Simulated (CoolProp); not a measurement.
Computed with CoolProp (reference Helmholtz-energy equation of state, Platzer 1990). This equation is an older, rougher fit.

Q: For c-C4F8 (RC318), give the phase and the Z, speed of sound (m/s), conductivity (mW/(m K)), Prandtl number at 401.1 K and 1.25 MPa.

A: 
- 401.1 K and 1.25 MPa: gas; Z 0.852, speed of sound 114, conductivity 20.4, Prandtl number 0.797

Viscosity comes from a separate model (Huber 2003), an estimate that may be off by 10 % or more. Thermal conductivity comes from a separate model (Huber 2003), an estimate that may be off by 10 % or more.
